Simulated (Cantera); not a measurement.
A perfectly stirred reactor is fed with 1.85 % CH3OH, 0.943 % O2, 97.2 % N2, at 91000 Pa; it is held at 1100 K, and followed from long to short residence time.

Detailed kinetics in Cantera: GRI-Mech 3.0 (53 species, 325 reactions). GRI-Mech 3.0 was tuned for natural gas; its chemistry of methanol as a main component is partial and can be far from experiment.

### Question
Predict: x(CH3OH) at τ = 4.00 s; x(O2) at τ = 4.00 s; x(CH2CO) at τ = 4.00 s; x(HCN) at τ = 4.00 s; x(OH) at τ = 4.00 s; x(CH3OH) at τ = 23.0 ms; x(O2) at τ = 23.0 ms; x(CH2CO) at τ = 23.0 ms; x(OH) at τ = 23.0 ms.

### Answer
```json
{
  "x(CH3OH) at τ = 4.00 s": "1.22e-5",
  "x(O2) at τ = 4.00 s": "0.000172",
  "x(CH2CO) at τ = 4.00 s": "2.76e-8",
  "x(HCN) at τ = 4.00 s": "2.38e-9",
  "x(OH) at τ = 4.00 s": "3.03e-8",
  "x(CH3OH) at τ = 23.0 ms": "0.00605",
  "x(O2) at τ = 23.0 ms": "0.00315",
  "x(CH2CO) at τ = 23.0 ms": "5.43e-8",
  "x(OH) at τ = 23.0 ms": "4.93e-7"
}
```
